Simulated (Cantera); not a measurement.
An adiabatic, constant-volume homogeneous reactor starts with CH₃OH : O₂ : N₂ = 1 : 0.833 : 3.13 (molar parts), equivalence ratio 1.8, at 1523 K and 1.00 bar. Integrator tolerance rtol = 1e-08.

Model: GRI-Mech 3.0 (53 species, 325 reactions), integrated in Cantera. GRI-Mech 3.0 was tuned for natural gas; its chemistry of methanol as a main component is partial and can be far from experiment.

Question: What does this change do: initial temperature 1523 to 1400 K?

Answer: 
```
quantity                                                            before                                    after
---------------------------------  ---------------------------------------  ---------------------------------------
time of steepest temperature rise                                 0.136 ms                                 0.494 ms
temperature at 8.00 s                                               2864 K                                   2815 K
equilibrium temperature                                             2864 K                                   2815 K
x(CH₃OH) at 8.00 s                   <1e-12 (gas-phase equilibrium <1e-12)    <1e-12 (gas-phase equilibrium <1e-12)
x(O₂) at 8.00 s                    0.00157 (gas-phase equilibrium 0.00157)  0.00107 (gas-phase equilibrium 0.00107)
x(C₂H₄) at 8.00 s                    <1e-12 (gas-phase equilibrium <1e-12)    <1e-12 (gas-phase equilibrium <1e-12)
x(CH₂O) at 8.00 s                  1.11e-8 (gas-phase equilibrium 1.11e-8)  1.17e-8 (gas-phase equilibrium 1.17e-8)
x(CO₂) at 8.00 s                     0.0375 (gas-phase equilibrium 0.0375)    0.0388 (gas-phase equilibrium 0.0388)
```

Question: What does this change do: pressure from 1.00 bar to 14.0 bar?

Answer: 
```
quantity                                                            before                                      after
---------------------------------  ---------------------------------------  -----------------------------------------
time of steepest temperature rise                                 0.136 ms                                    14.7 µs
temperature at 8.00 s                                               2864 K                                     3036 K
equilibrium temperature                                             2864 K                                     3036 K
x(CH₃OH) at 8.00 s                   <1e-12 (gas-phase equilibrium <1e-12)  9.55e-12 (gas-phase equilibrium 9.90e-12)
x(O₂) at 8.00 s                    0.00157 (gas-phase equilibrium 0.00157)  0.000404 (gas-phase equilibrium 0.000404)
x(C₂H₄) at 8.00 s                    <1e-12 (gas-phase equilibrium <1e-12)      <1e-12 (gas-phase equilibrium <1e-12)
x(CH₂O) at 8.00 s                  1.11e-8 (gas-phase equilibrium 1.11e-8)    1.64e-7 (gas-phase equilibrium 1.64e-7)
x(CO₂) at 8.00 s                     0.0375 (gas-phase equilibrium 0.0375)      0.0384 (gas-phase equilibrium 0.0384)
```
The pressure lies above the range GRI-Mech 3.0 was tuned for (to about 10 atm). Above 3000 K some thermodynamic fits are extrapolated.
